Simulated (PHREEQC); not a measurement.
## Silver or lead bath: speciation

Solution (25 °C): 1.6 mmol/kgw AgNO3 and 140 mmol/kgw KBr. Closed to the air; pH follows from the charge balance.

All values are PHREEQC results (ion-association model, wateq4f.dat), not measurements.

No solid was allowed to form.

### Question
Predict the pH.

### Answer
pH 6.98.

### Question
In which forms is Br present?

### Answer
Br- 97 %, AgBr3-2 3.0 % of the Br.

Examples of supersaturated solids here: Bromyrite. Others may be too.
